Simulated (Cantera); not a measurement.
An adiabatic, constant-volume homogeneous reactor starts with H₂ : O₂ : N₂ = 1 : 0.333 : 1.25 (molar parts), at 1348 K and 0.350 bar.

Computed with Cantera and the H2/O2 subset of GRI-Mech 3.0, which has no nitrogen chemistry.

Task: Predict: time of steepest temperature rise; temperature at 4.00 s; equilibrium temperature; x(H₂) at 4.00 s; x(O₂) at 4.00 s; x(HO₂) at 4.00 s; x(OH) at 4.00 s; x(H₂O) at 4.00 s.

Result: 
| Item | Result |
|---|---|
| time of steepest temperature rise | 65.6 µs |
| temperature at 4.00 s | 2876 K |
| equilibrium temperature | 2876 K |
| x(H₂) at 4.00 s | 0.142 (gas-phase equilibrium 0.142) |
| x(O₂) at 4.00 s | 0.00368 (gas-phase equilibrium 0.00368) |
| x(HO₂) at 4.00 s | 2.29e-6 (gas-phase equilibrium 2.29e-6) |
| x(OH) at 4.00 s | 0.0252 (gas-phase equilibrium 0.0252) |
| x(H₂O) at 4.00 s | 0.244 (gas-phase equilibrium 0.244) |
